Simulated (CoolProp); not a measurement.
R1132(E) at several states: fugacity coefficient from the reference equation and from simpler models built on Tc = 348.8 K, pc = 5.174 MPa, ω = 0.245; each cubic takes its own stable root.

Model: reference Helmholtz-energy equation of state, Akasaka 2024, in CoolProp.

```json
[
 {"T (K)": "349.9", "p (MPa)": "6.5", "phase": "supercritical", "reference": "0.5545"},
 {"T (K)": "356.3", "p (MPa)": "0.572", "phase": "gas", "reference": "0.9645"},
 {"T (K)": "292.5", "p (MPa)": "1.07", "phase": "gas", "reference": "0.8707"},
 {"T (K)": "295", "p (MPa)": "0.0568", "phase": "gas", "reference": "0.9933"},
 {"T (K)": "302.6", "p (MPa)": "0.823", "phase": "gas", "reference": "0.9113"},
 {"T (K)": "255.3", "p (MPa)": "2.96", "phase": "liquid", "reference": "0.1489"}
]
```

Task: How far does each simpler model (Redlich-Kwong, Peng-Robinson) lie from the reference over these 6 states: mean and median of the absolute difference, and the worst?

Result: 
- Redlich-Kwong: mean 8.1 %, median 1.3 %, worst +43.3 % at 255.3 K and 2.96 MPa
- Peng-Robinson: mean 0.4 %, median 0.2 %, worst -1.5 % at 349.9 K and 6.5 MPa
